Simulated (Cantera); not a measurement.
A closed system holds: 1 mol Fe, 0.096 mol O2, 100 mol N2, held at 1775 K and 1.00 bar.

Cantera equilibrium calculation (NASA polynomials, part measured and part estimated; ideal gas, pure solids and liquids). Candidate condensed phases: Fe, FeO, Fe2O3, Fe3O4; 11 gas species. Mutual solubility and eutectic melting of coexisting phases are not modelled. The tables' stoichiometric FeO is somewhat more stable than real wüstite, so its field is too wide. FeO: taken at fixed stoichiometry. Rates play no part.

Base state: N2 1.000, Fe 2.04e-5 (mole fractions); condensed: Fe(δ) + FeO(l).

Task: What changes in the equilibrium state with this change: pressure from 1.00 bar to 0.000240 bar?

Result: 
```json
[
 {"species": "N2", "before": "1.000", "after": "0.991"},
 {"species": "Fe", "before": "2.04e-5", "after": "0.00852"},
 {"species": "FeO", "before": "1.01e-7", "after": "0.000422"},
 {"species": "O2", "before": "<1e-9", "after": "0.000158"},
 {"species": "O", "before": "1.87e-9", "after": "7.76e-5"},
 {"species": "NO", "before": "1.83e-7", "after": "0.000117"},
 {"species": "Fe(δ), mol", "before": "0.806", "after": "0"},
 {"species": "FeO(l), mol", "before": "0.192", "after": "0.0979"}
]
```
